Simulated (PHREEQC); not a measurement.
Make-up at 20 °C: 0.0039 mol/kgw HCl and 0.013 mol/kgw ZnSO4. Closed to the air; pH follows from the charge balance.

Model: ion-association model, wateq4f.dat, run in PHREEQC.

No solid was allowed to form.

Task: Order these Zn species by the share of Zn that they hold, largest first: ZnSO4, ZnCl+, Zn(SO4)2-2, Zn+2.

Result: Zn+2 (68 %), ZnSO4 (30 %), Zn(SO4)2-2 (2.0 %), ZnCl+ (0.29 %)

Task: Order these S species by the share of S that they hold, largest first: SO4-2, HSO4-, ZnSO4, Zn(SO4)2-2.

Result: SO4-2 (58 %), ZnSO4 (30 %), HSO4- (7.7 %), Zn(SO4)2-2 (3.9 %)

The pH is 2.60 and the ionic strength 0.0372 mol/kgw. Species that the database lacks are ignored.
